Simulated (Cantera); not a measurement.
An isothermal, constant-pressure homogeneous reactor starts with C2H6 : N2 = 1 : 11 (molar parts), at 1248 K and 2670 Pa. Integrator tolerance rtol = 1e-08.

Computed with Cantera and GRI-Mech 3.0 (53 species, 325 reactions). GRI-Mech 3.0 stops at C3 and has no aromatics, soot or wall deposition, so with more carbon than oxygen in the feed, carbon stays in small species such as C2H2 where larger ones or solid carbon would form. Radical loss at walls, strong at low pressure, is not modelled.

Task: What does this change do: temperature 1248 to 1450 K?

Result: 
```csv
quantity,before,after
x(C2H6) at 2.00 s,1.15e-5 (gas-phase equilibrium 2.41e-7),3.52e-6 (gas-phase equilibrium 2.93e-9)
x(H2) at 2.00 s,0.0924 (gas-phase equilibrium 0.135),0.108 (gas-phase equilibrium 0.142)
x(C2H2) at 2.00 s,0.0360 (gas-phase equilibrium 0.0367),0.0604 (gas-phase equilibrium 0.0337)
x(CH3) at 2.00 s,4.32e-6 (gas-phase equilibrium 8.55e-7),5.04e-5 (gas-phase equilibrium 1.21e-6)
x(CH4) at 2.00 s,0.0185 (gas-phase equilibrium 0.00563),0.0254 (gas-phase equilibrium 0.000388)
```

Task: What does this change do: pressure from 2670 Pa to 41000 Pa?

Result: 
```json
[
 {"quantity": "x(C2H6) at 2.00 s", "before": "1.15e-5 (gas-phase equilibrium 2.41e-7)", "after": "5.64e-5 (gas-phase equilibrium 1.62e-5)"},
 {"quantity": "x(H2) at 2.00 s", "before": "0.0924 (gas-phase equilibrium 0.135)", "after": "0.110 (gas-phase equilibrium 0.0879)"},
 {"quantity": "x(C2H2) at 2.00 s", "before": "0.0360 (gas-phase equilibrium 0.0367)", "after": "0.0507 (gas-phase equilibrium 0.0244)"},
 {"quantity": "x(CH3) at 2.00 s", "before": "4.32e-6 (gas-phase equilibrium 8.55e-7)", "after": "2.18e-6 (gas-phase equilibrium 1.78e-6)"},
 {"quantity": "x(CH4) at 2.00 s", "before": "0.0185 (gas-phase equilibrium 0.00563)", "after": "0.0140 (gas-phase equilibrium 0.0372)"}
]
```
